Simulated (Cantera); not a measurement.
Feed: 1 mol MgSO₄, 0.076 mol H₂O, 1.2 mol CO₂, equilibrated at 1525 K and 180 Pa.

These are equilibrium values from Cantera (NASA tables, ideal gas, pure condensed phases), not measurements of a reactor. Rates play no part.

```csv
species,before,after
CO₂,0.432,0.433
SO₂,0.360,0.356
O₂,0.180,0.178
SO₃,0.000214,0.00495
H₂O,0.0273,0.0274
O,5.66e-5,2.39e-6
SO,1.04e-5,4.41e-7
CO,0.000170,7.27e-6
OH,0.000236,4.87e-5
"MgO(s), mol",1.00,1.00
```
Gas species are given as mole fractions.

Q: Which change was made?
A. pressure from 180 Pa to 100000 Pa
B. temperature from 1525 K to 2025 K
C. pressure from 180 Pa to 7100 Pa
D. temperature from 1525 K to 823 K

A: A, pressure from 180 Pa to 100000 Pa
